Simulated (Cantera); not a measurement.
Feed: 1 mol Ca(OH)₂, 0.22 mol C, 0.036 mol CO₂, held at 0.0160 bar.

Equilibrium computed with Cantera from the NASA thermochemical tables; the gas is ideal and each condensed phase is pure. Candidate condensed phases: C, C₆H₆, C₇H₈, C₈H₁₈, Ca, CaCO₃, CaO, Ca(OH)₂, H₂O; 115 gas species. The numbers say what is thermodynamically allowed, not how fast it happens.

Task: Which condensed phases are stable at each of these points (T (K)): 698, 798, 898, 998, 1098, 1198, 1298, 1398, 1498, 1598?

Result: 
| T (K) | condensed phases | Ca condensed (%) |
|---|---|---|
| 698 | CaCO₃(calcite) + CaO(s) | 100.0 |
| 798 | CaCO₃(calcite) + CaO(s) | 100.0 |
| 898 | CaO(s) | 100.0 |
| 998 | CaO(s) | 100.0 |
| 1098 | CaO(s) | 100.0 |
| 1198 | CaO(s) | 100.0 |
| 1298 | CaO(s) | 100.0 |
| 1398 | CaO(s) | 100.0 |
| 1498 | CaO(s) | 100.0 |
| 1598 | CaO(s) | 100.0 |

From 698 K to 798 K the condensed part is CaCO₃(calcite) + CaO(s). From 898 K to 1598 K the condensed part is CaO(s).
